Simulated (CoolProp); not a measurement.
The fluid at 293.15 K and 1.2 MPa is throttled through a valve to 0.753 MPa with no heat exchange. The same conditions are run with several fluids, on thermodynamics alone (safety and materials aside).

The numbers come from the reference Helmholtz-energy equation of state of each fluid (sulfur dioxide: Gao 2016; tetradecamethylhexasiloxane (MD4M): Thol 2019; n-perfluorohexane: Gao 2022; chlorine: Thol 2021; the fluoroketone C6F12O (FK-5-1-12): McLinden 2015) in CoolProp.

| fluid | temperature change (K) | final density (kg/m³) |
|---|---|---|
| sulfur dioxide | +0.1 | … |
| tetradecamethylhexasiloxane (MD4M) | … | … |
| n-perfluorohexane | +0.1 | … |
| chlorine | +0.1 | … |
| the fluoroketone C6F12O (FK-5-1-12) | +0.1 | 1620 |

Task: Some entries are withheld; supply them.

Result: 
- sulfur dioxide, final density (kg/m³): 1380
- tetradecamethylhexasiloxane (MD4M), temperature change (K): +0.2
- tetradecamethylhexasiloxane (MD4M), final density (kg/m³): 892
- n-perfluorohexane, final density (kg/m³): 1690
- chlorine, final density (kg/m³): 1410
